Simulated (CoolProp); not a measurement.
p-xylene at 298.15 K and 0.405 MPa flows at 6.6 m/s in a round tube of 100 mm bore and 45 µm roughness, fully developed (64/Re and Nu = 3.66 if laminar; Colebrook and Gnielinski if turbulent). Each further row changes one setting.

Values from CoolProp's reference Helmholtz-energy equation of state, Zhou 2012.

| case | Reynolds number | Darcy friction factor | pressure drop (Pa/m) | heat-transfer coefficient (W/(m² K)) | mass flow (kg/h) |
|---|---|---|---|---|---|
| as stated | 930000 | 0.0169 | 3150 | 7320 | 160000 |
| velocity 13.2 m/s | 1860000 | 0.0166 | 12400 | 14500 | 320000 |
| diameter 200 mm | 1860000 | 0.0146 | 1360 | 6620 | 640000 |

Viscosity comes from a separate model (Balogun 2015). Thermal conductivity comes from a separate model (Mylona 2014).
